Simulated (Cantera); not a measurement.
An adiabatic, constant-pressure homogeneous reactor starts with CH₄ : H₂ : O₂ : N₂ = 1 : 0.032 : 3.01 : 30.1 (molar parts), equivalence ratio 0.67, at 1225 K and 10.0 bar.

Model: GRI-Mech 3.0 (53 species, 325 reactions), integrated in Cantera.

**Question.** Predict: time of steepest temperature rise; temperature at 5.00 s; equilibrium temperature; x(H₂) at 5.00 s; x(O₂) at 5.00 s; x(CO₂) at 5.00 s; x(H) at 5.00 s; x(HO₂) at 5.00 s.

**Answer.** 
```
Quantity                                                             Value
---------------------------------  ---------------------------------------
time of steepest temperature rise                                  5.17 ms
temperature at 5.00 s                                               1873 K
equilibrium temperature                                             1871 K
x(H₂) at 5.00 s                    1.16e-5 (gas-phase equilibrium 1.15e-5)
x(O₂) at 5.00 s                      0.0285 (gas-phase equilibrium 0.0280)
x(CO₂) at 5.00 s                     0.0293 (gas-phase equilibrium 0.0293)
x(H) at 5.00 s                     7.02e-7 (gas-phase equilibrium 6.87e-7)
x(HO₂) at 5.00 s                   5.03e-7 (gas-phase equilibrium 4.92e-7)
```
